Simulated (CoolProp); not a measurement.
A closed Brayton cycle with nitrogen: compressor inlet 314.15 K and 2.5 MPa, high pressure 5.42 MPa, turbine inlet 745 K, compressor efficiency 0.89, turbine efficiency 0.93, recuperator effectiveness 0.9 (on enthalpy, no pinch check). Each further row changes one setting.

Model: reference Helmholtz-energy equation of state, Span 2000, in CoolProp.

| case | thermal efficiency (%) | net work (kJ/kg) | compressor to turbine work | compressor exit (K) | turbine exit (K) |
|---|---|---|---|---|---|
| as stated | 31.7 | 54.3 | 0.63 | 402.3 | 613.3 |
| turbine inlet 695 K | 28.4 | 44.4 | 0.67 | 402.3 | 571.0 |
| compressor inlet 324.15 K | 30.3 | 51.3 | 0.65 | ? | 613.3 |
| high pressure 4.61 MPa | ? | 47.1 | 0.60 | ? | 638.9 |
| recuperator effectiveness 0.5 | 20.8 | 54.3 | 0.63 | 402.3 | 613.3 |

Problem. Fill in the missing entries.

Solution. 
- compressor inlet 324.15 K, compressor exit (K): 415.0
- high pressure 4.61 MPa, thermal efficiency (%): 32.0
- high pressure 4.61 MPa, compressor exit (K): 382.2
